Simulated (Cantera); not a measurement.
A perfectly stirred reactor is fed with CH₄ : H₂ = 1 : 20 (molar parts), at 1330 Pa; it is held at 1075 K, and followed from long to short residence time.

Computed with Cantera and GRI-Mech 3.0 (53 species, 325 reactions). GRI-Mech 3.0 stops at C3 and has no aromatics, soot or wall deposition, so with more carbon than oxygen in the feed, carbon stays in small species such as C2H2 where larger ones or solid carbon would form. Radical loss at walls, strong at low pressure, is not modelled.

Problem. What does this change do: temperature 1075 to 1600 K?

Solution. 
```csv
quantity,before,after
x(CH₄) at τ = 7.80 s,0.0476,0.0220
x(H₂) at τ = 7.80 s,0.952,0.965
x(H) at τ = 7.80 s,1.37e-8,0.000390
x(C₂H₂) at τ = 7.80 s,<1e-12,0.0121
x(C₂H₆) at τ = 7.80 s,2.88e-10,1.03e-6
x(CH₄) at τ = 36.0 ms,0.0476,0.0475
x(H₂) at τ = 36.0 ms,0.952,0.952
x(H) at τ = 36.0 ms,6.53e-11,9.05e-5
x(C₂H₂) at τ = 36.0 ms,<1e-12,5.43e-6
x(C₂H₆) at τ = 36.0 ms,<1e-12,4.66e-7
```
